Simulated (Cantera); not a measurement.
A closed system holds: 1 mol Si2Cl6, 0.14 mol HCl, 25 mol H2, held at 1148 K and 1.50 mbar.

These are equilibrium values from Cantera (NASA tables, ideal gas, pure condensed phases), not measurements of a reactor. Candidate condensed phases: Si; 19 gas species. The feed counts by its element totals alone. The tables' values for SiCl3 are old estimates; treat these amounts as uncertain. Rates play no part.

Base state: H2 0.855, HCl 0.0998, SiCl2 0.0256, SiCl4 0.0122, SiCl3 0.00531, SiHCl3 0.00209, SiH2Cl2 4.50e-5 (mole fractions); condensed: Si(s).

Problem. What changes in the equilibrium state with this change: HCl from 0.14 to 3.5 mol?

Solution. 
| species | before | after |
|---|---|---|
| H2 | 0.855 | 0.812 |
| HCl | 0.0998 | 0.122 |
| SiCl2 | 0.0256 | 0.0309 |
| SiCl4 | 0.0122 | 0.0233 |
| SiCl3 | 0.00531 | 0.00807 |
| SiHCl3 | 0.00209 | 0.00310 |
| SiH2Cl2 | 4.50e-5 | 5.18e-5 |
| Si(s), mol | 0.750 | 0 |
